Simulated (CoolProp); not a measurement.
Aqueous propylene glycol as a coolant, 57 % by mass, freezing at -43.9 °C, 1 atm.

Values from CoolProp's Melinder's fits for secondary coolants.

| T (°C) | Prandtl number | cp (kJ/(kg K)) | conductivity (W/(m K)) | viscosity (mPa s) |
|---|---|---|---|---|
| -42.6 | 13100 | 3.128 | 0.308 | 1290 |
| -35.8 | 5960 | 3.157 | 0.311 | 587 |
| -29 | 2900 | 3.186 | 0.314 | 286 |
| -22.2 | 1510 | 3.215 | 0.316 | 148 |
| -15.3 | 823 | 3.245 | 0.319 | 80.9 |
| -8.5 | [?] | 3.275 | 0.322 | [?] |
| -1.7 | [?] | 3.304 | 0.324 | 28.9 |
| 5.1 | 190 | 3.333 | 0.327 | 18.6 |
| 12 | 127 | 3.363 | 0.330 | 12.5 |
| 18.8 | 89.5 | 3.393 | 0.332 | 8.77 |
| 25.6 | 65.4 | 3.422 | 0.335 | 6.40 |
| 32.4 | 49.4 | 3.451 | 0.338 | 4.83 |

### Question
Some entries are withheld; supply them.

### Answer

- -8.5, Prandtl number: 480
- -8.5, viscosity (mPa s): 47.1
- -1.7, Prandtl number: 295
